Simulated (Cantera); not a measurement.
What does this Cantera script print?

```python
import numpy as np
import cantera as ct

gas_names = [...]  # 123 gases of nasa_gas.yaml made of C, H, O, Si
cond_names = """
    C(gr) C6H6(L) C7H8(L) C8H18(L),n-octa H2O(s) H2O(L) Si(cr) Si(L) SiC(b) SiO2(Lqz) SiO2(hqz) SiO2(L)
""".split()


# ... load() reads the species with a 1 bar reference pressure and builds the phases ...
atoms = {
    'SiH4': {'Si': 1, 'H': 4},
    'CO2': {'C': 1, 'O': 2},
    'O2': {'O': 2},
}
top_T = {'C(gr)': 4500, 'SiC(b)': 3050}  # K; cautious upper limits of use, not melting points


# ... equilibrate(T, P, feed) seeds the gas with the atoms and calls Mixture.equilibrate('TP', solver="vcs", rtol=1e-11, max_steps=5000) ...
results = []
feed = {'SiH4': 1, 'CO2': 1.2, 'O2': 11}  # mol
P = 10000  # Pa
for T in [648, 848, 1048, 1248, 1448, 1648, 1848, 2048]:
    mix = equilibrate(T, P, feed)
    results.append((T, P, feed, dict(zip(mix.species_names, mix.species_moles))))

top = {s: max(r[3][s] / sum(r[3][g] for g in gas_names) for r in results) for s in gas_names}
cols = sorted((s for s in top if top[s] > 1e-05), key=lambda s: -top[s])[:5]
seen = [c for c in cond_names if any(r[3].get(c, 0) > 1e-12 for r in results)]
print("log10 of partial pressures in bar; condensed amounts in mol")
print(f"{'T/K':>10s}" + "".join(f"{s[:9]:>10s}" for s in cols + seen))
for T, P, feed, n in results:
    ng = sum(n[g] for g in gas_names)
    print(f"{T:10.4g}" + "".join(f"{np.log10(max(n[s] / ng * P / 1e5, 1e-99)):10.3f}" for s in cols)
          + "".join(f"{n.get(c, 0):10.4g}" for c in seen))
```

It prints:

```
log10 of partial pressures in bar; condensed amounts in mol
       T/K        O2       H2O       CO2        OH         O SiO2(Lqz) SiO2(hqz)   SiO2(L)
       648    -1.132    -1.785    -2.007   -12.046   -17.517         1         0         0
       848    -1.132    -1.785    -2.007    -8.966   -12.733         0         1         0
      1048    -1.132    -1.785    -2.007    -7.057    -9.765         0         1         0
      1248    -1.132    -1.785    -2.007    -5.758    -7.743         0         1         0
      1448    -1.132    -1.786    -2.007    -4.817    -6.276         0         1         0
      1648    -1.132    -1.786    -2.007    -4.104    -5.163         0         1         0
      1848    -1.133    -1.790    -2.008    -3.547    -4.289         0         0         1
      2048    -1.135    -1.798    -2.012    -3.103    -3.586         0         0    0.9999
```

Equilibrium computed with Cantera from the NASA thermochemical tables; the gas is ideal and each condensed phase is pure. The tables hold silica as quartz up to 1696 K and as liquid above; real silica turns to tridymite and cristobalite and melts near 1996 K. Gases not in the tables: Si(OH)4.
